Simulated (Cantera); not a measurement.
A closed system holds: 1 mol TEOS, 0.45 mol H2O, equilibrated at 2073.15 K and 0.100 bar.

Equilibrium computed with Cantera from the NASA thermochemical tables; the gas is ideal and each condensed phase is pure. Candidate condensed phases: C, C6H6, C7H8, C8H18, H2O, Si, SiC, SiO2; 123 gas species. The feed counts by its element totals alone. Equilibrium is a limit: real reactors are often held back by kinetics, nucleation or transport.

**Question.** What is the equilibrium state?

**Answer.** 
```json
{
 "x(H2)": "0.694",
 "x(CO)": "0.294",
 "x(H)": "0.00694",
 "x(SiO)": "0.00323",
 "x(C2H2 (acetylene))": "0.000852",
 "x(Si)": "7.11e-5",
 "x(CH4)": "1.70e-5",
 "x(SiH)": "1.08e-5",
 "x(SiH2)": "7.84e-6",
 "n(C(graphite))": "2.62 mol",
 "n(SiC(s))": "0.950 mol",
 "gas_amount": "14.95 mol",
 "log10 activity of Si(l) (absent)": "-1.15"
}
```
